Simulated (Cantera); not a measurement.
Input (Python, Cantera) and output of one run.

```python
import numpy as np
import cantera as ct

gas_names = [...]  # 87 gases of nasa_gas.yaml made of C, H, Si
cond_names = """
    C(gr) C6H6(L) C7H8(L) C8H18(L),n-octa Si(cr) Si(L) SiC(b)
""".split()


# ... load() reads the species with a 1 bar reference pressure and builds the phases ...
atoms = {
    'SiH4': {'Si': 1, 'H': 4},
    'C2H2': {'C': 2, 'H': 2},
    'H2': {'H': 2},
}
top_T = {'C(gr)': 4500, 'SiC(b)': 3050}  # K; cautious upper limits of use, not melting points


# ... equilibrate(T, P, feed) seeds the gas with the atoms and calls Mixture.equilibrate('TP', solver="vcs", rtol=1e-11, max_steps=5000) ...
results = []
feed = {'SiH4': 1, 'C2H2': 0.011, 'H2': 1600}  # mol
T = 1850  # K
P = 1300  # Pa
mix = equilibrate(T, P, feed)
results.append((T, P, feed, dict(zip(mix.species_names, mix.species_moles))))
x = sorted(zip(gas.X, gas.species_names), reverse=True)
print(f"T = {T:g} K  P = {P:g} Pa  gas = {mix.phase_moles(0):.4g} mol")
print("   x: " + "  ".join(f"{s} {v:.3e}" for v, s in x if v > 0.0001))
print("   condensed (mol): " + ("  ".join(f"{mix.phase(i).name} {mix.phase_moles(i):.4g}"
      for i in range(1, mix.n_phases) if mix.phase_moles(i) > 1e-12) or "none"))
```

Output:

```
T = 1850 K  P = 1300 Pa  gas = 1607 mol
   x: H2 9.947e-01  H 4.712e-03  Si 4.955e-04
   condensed (mol): SiC(b) 0.009821
```

Method: chemical equilibrium by Gibbs-energy minimisation in Cantera with the NASA 1993 tables (ideal gas, pure condensed phases). Gases not in the tables: Si2H6 and higher silanes.
